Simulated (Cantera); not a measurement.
What does this Cantera script print?

```python
import numpy as np
import cantera as ct

gas_names = """
    AL ALH ALN AL2 H H2 N NH NH2 NH3 N2 N2H2 N2H4
""".split()
cond_names = """
    AL(cr) AL(L) ALN(s)
""".split()


def load(file, names, dense=False):
    # The tables refer to 1 bar. Condensed volumes are neglected.
    table = {s.name: s for s in ct.Species.list_from_file(file)}
    out = []
    for n in names:
        d = dict(table[n].input_data)
        d["thermo"] = dict(d["thermo"], **{"reference-pressure": 1e5})
        if dense:
            d["equation-of-state"] = {"model": "constant-volume", "density": "1e6 g/cm^3"}
        out.append(ct.Species.from_dict(d))
    return out


gas = ct.Solution(thermo="ideal-gas", species=load("nasa_gas.yaml", gas_names))
cond = {s.name: ct.Solution(thermo="fixed-stoichiometry", species=[s], name=s.name)
        for s in load("nasa_condensed.yaml", cond_names, dense=True)}
atoms = {
    'AlN': {'AL': 1, 'N': 1},
    'H2': {'H': 2},
}
top_T = {'ALN(s)': 2750}  # K; cautious upper limits of use, not melting points


def equilibrate(T, P, feed):
    n = {}
    for name, mol in feed.items():
        for a, k in atoms[name].items():
            n[a] = n.get(a, 0.0) + k * mol
    gas.TPX = T, P, n
    mass = sum(n.values()) * gas.mean_molecular_weight
    gas.equilibrate("TP")
    valid = [c for c in cond.values() if c.min_temp <= T <= top_T.get(c.name, c.max_temp)]
    mix = ct.Mixture([(gas, mass / gas.mean_molecular_weight)] + [(c, 0.0) for c in valid])
    mix.T, mix.P = T, P
    mix.equilibrate("TP", solver="vcs", rtol=1e-11, max_steps=5000)
    return mix


results = []
feed = {'AlN': 1, 'H2': 0.63}  # mol
T = 2073.15  # K
P = 101325  # Pa
mix = equilibrate(T, P, feed)
results.append((T, P, feed, dict(zip(mix.species_names, mix.species_moles))))
print(gas.report(threshold=1e-06))
for i in range(1, mix.n_phases):
    print(f"{mix.phase(i).name:16s} {mix.phase_moles(i):12.5e} mol")
```

Output:

```
       temperature   2073.2 K
          pressure   1.0132e+05 Pa
           density   0.012424 kg/m^3
  mean mol. weight   2.1136 kg/kmol
   phase of matter   gas

                          1 kg             1 kmol
                     ---------------   ---------------
          enthalpy        2.6881e+07        5.6814e+07  J
   internal energy        1.8725e+07        3.9577e+07  J
           entropy             89914        1.9004e+05  J/K
    Gibbs function       -1.5953e+08       -3.3717e+08  J
 heat capacity c_p             16265             34377  J/K
 heat capacity c_v             12331             26063  J/K

                      mass frac. Y      mole frac. X     chem. pot. / RT
                     ---------------   ---------------   ---------------
                AL          0.027005         0.0021154           -9.5426
               ALH         0.0067315        0.00050831           -19.337
                 H         0.0012432         0.0026067           -9.7945
                H2            0.9476           0.99346           -19.589
                N2          0.017396         0.0013125           -33.685
     [   +8 minor]        2.9739e-05        1.6138e-06

AL(L)             0.00000e+00 mol
ALN(s)            9.98338e-01 mol
```

Equilibrium computed with Cantera from the NASA thermochemical tables; the gas is ideal and each condensed phase is pure.
